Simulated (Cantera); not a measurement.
Counterflow diffusion flame

A counterflow diffusion flame at 1.40 bar, nozzles 20 mm apart: fuel side CO : H₂ : CH₄ = 1 : 0.08 : 0.33 (molar parts) at 473 K, oxidiser side O₂ : N₂ = 0.18 : 0.82 (molar parts) at 575 K, fuel mass flux 1 times the oxidiser's; mixture-averaged transport, no radiation.

Model: GRI-Mech 3.0 (53 species, 325 reactions), integrated in Cantera. GRI-Mech 3.0 has no aromatics or soot, which form on the fuel side of real flames. The maximum strain rate includes the flame's own expansion and is several times the mean.

| oxidiser flux (kg/m²/s) | max strain (1/s) | mean strain (1/s) | T max (K) | peak x OH | peak x H | peak x NO | peak x CO | peak x C₂H₂ |
|---|---|---|---|---|---|---|---|---|
| 0.84 | 378 | 99.6 | 2039 | 0.00595 | 0.00420 | 0.000169 | 0.710 | 0.00421 |
| 1.1 | 488 | 130 | 2023 | 0.00596 | 0.00448 | 0.000156 | 0.710 | 0.00412 |
| 1.5 | 655 | 178 | 2004 | 0.00592 | 0.00478 | 0.000140 | 0.710 | 0.00401 |
| 2 | 860 | 237 | 1984 | 0.00583 | 0.00504 | 0.000123 | 0.710 | 0.00388 |
| 2.7 | 1150 | 320 | 1963 | 0.00568 | 0.00529 | 0.000104 | 0.710 | 0.00368 |
| 3.7 | 1550 | 439 | 1939 | 0.00549 | 0.00550 | 8.48e-5 | 0.710 | 0.00340 |
| 4.9 | 2020 | 581 | 1912 | 0.00522 | 0.00559 | 6.65e-5 | 0.710 | 0.00303 |
| 6.6 | 2680 | 783 | 1877 | 0.00481 | 0.00553 | 4.72e-5 | 0.710 | 0.00251 |
x: mole fraction; the columns are a selection and need not sum to one.
